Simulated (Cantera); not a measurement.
Thermodynamics of chemical vapour transport, feed Fe₂O₃ + Cl₂ + O₂

Charge: 1 mol Fe₂O₃, 1.2 mol Cl₂, 0.071 mol O₂, held at 1000 Pa.

Equilibrium computed with Cantera from the NASA thermochemical tables; the gas is ideal and each condensed phase is pure. Candidate condensed phases: Fe, FeCl₂, FeCl₃, FeO, Fe₂O₃, Fe₃O₄; 13 gas species. Condensed phases not in the tables: FeOCl. Equilibrium is a limit: real reactors are often held back by kinetics, nucleation or transport.

From 898 K to 1298 K the condensed part is Fe₂O₃(s). The main Fe-bearing gas is FeCl₃ at 898 K and FeCl₂ at 1298 K. The share of Fe in condensed phases is highest at 898 K (99.3 %) and lowest at 1298 K (68.2 %).

```
T (K)  x Cl₂    x O₂   x FeCl₂  x FeCl₃      x Cl  x Fe₂Cl₄     x ClO  n Fe₂O₃(s)
-----  -----  ------  --------  -------  --------  --------  --------  ----------
898    0.925  0.0638   8.69e-5   0.0106  0.000685   6.11e-9   1.46e-6       0.993
948    0.897  0.0749  0.000462   0.0255   0.00162   6.25e-8   3.20e-6       0.983
998    0.850  0.0940   0.00188   0.0501   0.00348   4.18e-7   6.67e-6       0.966
1048   0.782   0.122   0.00619   0.0836   0.00681   1.99e-6   1.31e-5       0.941
1098   0.692   0.157    0.0170    0.122    0.0123   7.16e-6   2.38e-5       0.907
1148   0.584   0.199    0.0403    0.156    0.0205   2.03e-5   3.99e-5       0.864
1198   0.465   0.244    0.0828    0.177    0.0316   4.62e-5   6.16e-5       0.812
1248   0.344   0.288     0.148    0.175    0.0449   8.39e-5   8.67e-5       0.750
1298   0.233   0.328     0.231    0.149    0.0588  0.000121  0.000111       0.682
```
x: gas mole fraction; n: condensed amount in mol.
